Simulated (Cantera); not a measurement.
Input: 1 mol (CH3)2SiCl2, 0.33 mol C2H4, 560 mol H2, held at 0.00360 bar.

Cantera equilibrium calculation (NASA polynomials, part measured and part estimated; ideal gas, pure solids and liquids). Candidate condensed phases: C, C6H6, C7H8, C8H18, Si, SiC; 109 gas species. The feed counts by its element totals alone. Equilibrium is a limit: real reactors are often held back by kinetics, nucleation or transport.

x: gas mole fraction; n: condensed amount in mol.

```csv
T (K),x H2,x H,x HCl,x C2H2 (acetylene),n C(graphite),n SiC(s)
1073,0.996,2.33e-7,0.00354,?,1.57,1.000
1273,0.996,1.19e-5,0.00354,?,1.64,1.000
1473,0.996,0.000210,0.00354,?,1.65,1.000
1673,0.995,0.00189,0.00353,?,1.59,0.999
1873,0.985,0.0107,0.00349,?,1.36,0.947
2073,0.951,0.0427,0.00334,?,1.19,0
2273,0.863,0.130,0.00298,?,0,0
2473,0.686,0.308,0.00227,?,0,0
2673,0.433,0.562,0.00133,?,0,0
```

**Question.** Complete the blanks.

**Answer.** 
- 1073, x C2H2 (acetylene): 7.15e-9
- 1273, x C2H2 (acetylene): 3.70e-7
- 1473, x C2H2 (acetylene): 6.48e-6
- 1673, x C2H2 (acetylene): 5.67e-5
- 1873, x C2H2 (acetylene): 0.000308
- 2073, x C2H2 (acetylene): 0.00117
- 2273, x C2H2 (acetylene): 0.00206
- 2473, x C2H2 (acetylene): 0.00181
- 2673, x C2H2 (acetylene): 0.00123
